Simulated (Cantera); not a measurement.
A freely propagating, adiabatic, planar premixed flame of CH4 : C2H6 : C3H8 : O2 : N2 = 1 : 0.16 : 0.32 : 4.29 : 16.1 (molar parts), equivalence ratio 0.97, unburnt at 525 K and 1000000 Pa; mixture-averaged transport, grid criteria slope 0.08 and curve 0.16, no radiation.

Computed with Cantera and GRI-Mech 3.0 (53 species, 325 reactions). GRI-Mech 3.0 was tuned for natural gas; its chemistry of propane as a main component is partial and can be far from experiment. Burning velocities carry a grid error of a few per cent, more on coarse grids.

### Question
Predict: laminar burning velocity; thermal thickness; peak x(HCO); peak x(H2O2).

### Answer
```
Item                          Value
------------------------  ---------
laminar burning velocity  52.1 cm/s
thermal thickness         0.0566 mm
peak x(HCO)                 2.52e-5
peak x(H2O2)               0.000124
```
